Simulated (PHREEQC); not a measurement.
Solution (25 °C): 2.4 mol/kgw MgCl2, 0.04 mol/kgw NaHCO3 and 0.23 mol/kgw KBr. Closed to the air; pH follows from the charge balance.

All values are PHREEQC results (Pitzer model, pitzer.dat), not measurements.

This is a speciation only: nothing precipitates in the calculation.

Task: Order these C species by the share of C that they hold, largest first: CO2, CO3-2, MgCO3, HCO3-.

Result: HCO3- (72 %), CO2 (14 %), MgCO3 (10 %), CO3-2 (3.9 %)

The pH is 6.03 and the ionic strength 7.46 mol/kgw. Saturation is exceeded, for instance for Magnesite (slow to form); the values hold only as long as no solid forms. Species that the database lacks are ignored. In brines, pH and single-ion activities rest on the MacInnes convention.
